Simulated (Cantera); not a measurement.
A closed system holds: 1 mol SiHCl₃, 78 mol N₂, at 0.133 bar.

Method: chemical equilibrium by Gibbs-energy minimisation in Cantera with the NASA 1993 tables (ideal gas, pure condensed phases). Candidate condensed phases: NH₄Cl, Si, Si₃N₄; 28 gas species. N₂ is the only nitrogen source here; it is nearly inert below about 1500 K, so the nitride shown seldom forms there in practice. Rates play no part.

### Question
What share of the Si ends up in condensed phases as a function of T (°C), at 1027, 1102, 1177, 1252, 1327, 1402, 1477?

### Answer
| T (°C) | Si condensed (%) | as |
|---|---|---|
| 1027 | 46.5 | Si₃N₄(s) |
| 1102 | 43.3 | Si₃N₄(s) |
| 1177 | 35.5 | Si₃N₄(s) |
| 1252 | 22.1 | Si₃N₄(s) |
| 1327 | 7.4 | Si₃N₄(s) |
| 1402 | 0.0 | - |
| 1477 | 0.0 | - |
